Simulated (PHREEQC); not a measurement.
## Silver or lead bath: an equilibrium model

Dissolve 0.015 mol/kgw AgNO3 and 0.097 mol/kgw KNO3 at 20 °C. Closed to the air; pH follows from the charge balance.

Model: ion-association model, wateq4f.dat, run in PHREEQC.

pH: 6.89
ionic strength: 0.112 mol/kgw

```
species  molality  activity   log γ
-------  --------  --------  ------
NO3-        0.112    0.0832  -0.127
K+         0.0970    0.0735  -0.120
Ag+        0.0145    0.0113  -0.110
AgNO3    0.000469  0.000482   0.011
H+        1.56e-7   1.28e-7  -0.085
AgOH      8.56e-8   8.79e-8   0.011
OH-       7.00e-8   5.29e-8  -0.122
```

This is a speciation only: nothing precipitates in the calculation.
